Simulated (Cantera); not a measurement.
Input: 1 mol Si₃H₈, 0.13 mol HCl, 13 mol H₂, 0.45 mol Cl₂, at 0.100 bar.

Equilibrium computed with Cantera from the NASA thermochemical tables; the gas is ideal and each condensed phase is pure. Candidate condensed phases: Si; 19 gas species. The feed counts by its element totals alone. The tables' values for SiCl₃ are old estimates; treat these amounts as uncertain. Kinetics and transport are ignored.

x: gas mole fraction; n: condensed amount in mol.

| T (°C) | x H₂ | x HCl | x SiCl₄ | x SiCl₂ | x SiHCl₃ | x SiCl₃ | n Si(s) |
|---|---|---|---|---|---|---|---|
| 602 | 0.981 | 0.00350 | 0.00945 | 1.59e-5 | 0.00579 | 5.10e-5 | 2.73 |
| 677 | 0.978 | 0.00740 | 0.00872 | 8.55e-5 | 0.00529 | 0.000149 | 2.75 |
| 752 | 0.973 | 0.0136 | 0.00742 | 0.000340 | 0.00456 | 0.000348 | 2.77 |
| 827 | 0.967 | … | … | … | … | 0.000636 | 2.81 |
| 902 | 0.960 | 0.0314 | 0.00321 | 0.00234 | 0.00232 | 0.000878 | 2.84 |
| 977 | 0.954 | 0.0388 | 0.00137 | 0.00398 | 0.00120 | 0.000873 | 2.87 |
| 1052 | 0.950 | 0.0427 | … | … | … | 0.000655 | 2.88 |
| 1127 | 0.949 | 0.0441 | 0.000130 | 0.00604 | 0.000198 | 0.000429 | 2.88 |
| 1202 | 0.949 | 0.0443 | 3.95e-5 | 0.00651 | 8.00e-5 | 0.000275 | 2.88 |

Q: What belongs in the gaps?

A: 
- 1052, x SiCl₄: 0.000442
- 1052, x SiCl₂: 0.00526
- 1052, x SiHCl₃: 0.000503
- 827, x HCl: 0.0221
- 827, x SiCl₄: 0.00548
- 827, x SiCl₂: 0.00103
- 827, x SiHCl₃: 0.00354
